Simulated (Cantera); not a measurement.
## Hydrocarbon pyrolysis for carbon deposition

An isothermal, constant-pressure homogeneous reactor starts with C₂H₆ : N₂ = 1 : 3.7 (molar parts), at 1700 K and 0.000938 atm.

Cantera simulation using GRI-Mech 3.0 (53 species, 325 reactions); the numbers are that mechanism's predictions, not measurements. GRI-Mech 3.0 stops at C3 and has no aromatics, soot or wall deposition, so with more carbon than oxygen in the feed, carbon stays in small species such as C2H2 where larger ones or solid carbon would form. Radical loss at walls, strong at low pressure, is not modelled.

| t (s) | x C₂H₆ | x CH₄ | x C₂H₄ | x H₂ | x H | x CH₃ |
|---|---|---|---|---|---|---|
| 0.000200 | 0.207 | 0.000153 | 2.80e-5 | 3.28e-5 | 2.23e-5 | 0.00909 |
| 0.000726 | 0.189 | 0.00181 | 0.00158 | 0.00195 | 0.000358 | 0.0285 |
| 0.00263 | 0.107 | 0.0169 | 0.0347 | 0.0342 | 0.00164 | 0.0675 |
| 0.00955 | 0.00338 | 0.0626 | 0.0662 | 0.134 | 0.00366 | 0.0391 |
| 0.0346 | 5.25e-5 | 0.0594 | 0.0221 | 0.204 | 0.00133 | 0.00732 |
| 0.126 | 1.26e-5 | 0.0515 | 0.00479 | 0.230 | 0.000649 | 0.00281 |
| 0.456 | 4.89e-6 | 0.0426 | 0.000880 | 0.245 | 0.000463 | 0.00159 |
| 1.65 | 2.11e-6 | 0.0294 | 0.000336 | 0.262 | 0.000455 | 0.00102 |
| 6.00 | 5.15e-7 | 0.0123 | 7.32e-5 | 0.283 | 0.000611 | 0.000533 |
x: mole fraction; the columns are a selection and need not sum to one.

Equilibrium at this temperature and pressure: C₂H₆ <1e-12, CH₄ 5.80e-6, C₂H₄ 1.21e-6, H₂ 0.297, H 0.00262, CH₃ 1.04e-6 (gas phase only).
